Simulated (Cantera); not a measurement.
Cantera run, input and output.

```python
import numpy as np
import cantera as ct

gas = ct.Solution("h2o2.yaml")
gas.TPX = 450, 110000, {'H2': 1, 'O2': 0.357, 'N2': 1.34}
flame = ct.FreeFlame(gas, width=0.037)
flame.set_refine_criteria(ratio=3, slope=0.08, curve=0.16)
flame.transport_model = "mixture-averaged"
flame.solve(loglevel=0, auto=True)
z, T = flame.grid, flame.T
thick = (T[-1] - T[0]) / np.gradient(T, z).max()
show = ['H2', 'O2', 'H', 'H2O', 'HO2', 'O']
print(f"laminar burning velocity  {flame.velocity[0] * 100:.3f} cm/s")
print(f"burnt temperature         {T[-1]:.1f} K")
print(f"thermal thickness         {thick * 1e3:.4f} mm")
print(f"grid points               {len(z)}")
z0 = z[flame.heat_release_rate.argmax()]
print(f"{'z/mm':>9s}{'T/K':>9s}{'u/(m/s)':>9s}" + "".join(f"{s:>11s}" for s in show))
rows = []
for k in (-3, -2, -1.5, -1, -0.5, -0.25, 0, 0.25, 0.5, 1, 2, 4, 8):
    zz = z0 + k * thick
    rows.append([k * thick, np.interp(zz, z, T), np.interp(zz, z, flame.velocity),
                 *(np.interp(zz, z, flame.X[gas.species_index(s)]) for s in show)])
    print(f"{rows[-1][0] * 1e3:9.3f}{rows[-1][1]:9.1f}{rows[-1][2]:9.3f}" + "".join(f"{x:11.3e}" for x in rows[-1][3:]))
```

It prints:

```
laminar burning velocity  556.832 cm/s
burnt temperature         2390.7 K
thermal thickness         0.3560 mm
grid points               117
     z/mm      T/K  u/(m/s)         H2         O2          H        H2O        HO2          O
   -1.068    450.0    5.568  3.708e-01  1.324e-01  6.367e-17  1.990e-13  8.068e-14  8.288e-15
   -0.712    450.0    5.568  3.708e-01  1.324e-01  6.824e-15  2.182e-11  1.075e-11  8.585e-13
   -0.534    450.0    5.568  3.708e-01  1.324e-01  1.676e-13  5.532e-10  3.170e-10  1.933e-11
   -0.356    450.0    5.568  3.707e-01  1.324e-01  1.749e-10  9.016e-08  7.406e-08  2.103e-09
   -0.178    463.8    5.710  3.670e-01  1.329e-01  2.905e-05  3.286e-04  1.715e-04  3.052e-06
   -0.089    729.9    8.733  3.307e-01  1.272e-01  5.718e-03  2.095e-02  2.655e-04  2.490e-04
    0.000   1200.5   13.889  2.279e-01  8.939e-02  4.026e-02  1.063e-01  9.527e-05  3.937e-03
    0.089   1518.3   17.358  1.318e-01  3.146e-02  7.244e-02  2.131e-01  3.085e-05  7.258e-03
    0.178   1664.7   18.902  1.050e-01  1.185e-02  7.590e-02  2.499e-01  1.096e-05  6.625e-03
    0.356   1807.4   20.340  1.033e-01  6.353e-03  6.509e-02  2.624e-01  5.368e-06  5.471e-03
    0.712   1950.8   21.732  1.075e-01  4.444e-03  5.052e-02  2.702e-01  3.428e-06  4.027e-03
    1.424   2089.1   23.033  1.110e-01  2.769e-03  3.662e-02  2.788e-01  2.039e-06  2.539e-03
    2.848   2206.1   24.100  1.135e-01  1.481e-03  2.494e-02  2.872e-01  1.108e-06  1.360e-03
```

Computed with Cantera and the H2/O2 subset of GRI-Mech 3.0, which has no nitrogen chemistry. Burning velocities carry a grid error of a few per cent, more on coarse grids.
